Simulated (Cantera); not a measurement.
Input: 1 mol Si, 5.6 mol NF3, held at 0.0225 Torr.

Cantera equilibrium calculation (NASA polynomials, part measured and part estimated; ideal gas, pure solids and liquids). Candidate condensed phases: Si, Si3N4; 16 gas species. The numbers say what is thermodynamically allowed, not how fast it happens.

x: gas mole fraction; nothing condenses.

| T (°C) | x F | x F2 | x NF3 | x N2 | x SiF4 | x NF2 |
|---|---|---|---|---|---|---|
| 250 | 0.000940 | 0.159 | 0.536 | 0.154 | 0.151 | 3.29e-10 |
| 350 | 0.0352 | 0.567 | 0.0362 | 0.262 | 0.0999 | 5.37e-9 |
| 450 | (withheld) | (withheld) | (withheld) | (withheld) | (withheld) | (withheld) |
| 550 | 0.656 | 0.0938 | 4.34e-6 | 0.185 | 0.0659 | 3.70e-9 |
| 650 | 0.760 | 0.00937 | 1.68e-8 | 0.170 | 0.0608 | 6.12e-10 |
| 750 | 0.770 | 0.00118 | 1.44e-10 | 0.169 | 0.0603 | 1.19e-10 |
| 850 | 0.771 | 0.000210 | 2.82e-12 | 0.169 | 0.0603 | 3.05e-11 |
| 950 | 0.771 | 4.93e-5 | <1e-12 | 0.169 | 0.0602 | 9.72e-12 |
| 1050 | 0.771 | 1.43e-5 | <1e-12 | 0.169 | 0.0602 | 3.67e-12 |
| 1150 | 0.771 | (withheld) | <1e-12 | 0.169 | 0.0602 | (withheld) |
| 1250 | 0.771 | 1.96e-6 | <1e-12 | 0.169 | 0.0602 | <1e-12 |

**Question.** Complete the blanks.

**Answer.** 
- 450, x F: 0.264
- 450, x F2: 0.412
- 450, x NF3: 0.000639
- 450, x N2: 0.238
- 450, x SiF4: 0.0852
- 450, x NF2: 9.25e-9
- 1150, x F2: 4.95e-6
- 1150, x NF2: 1.59e-12
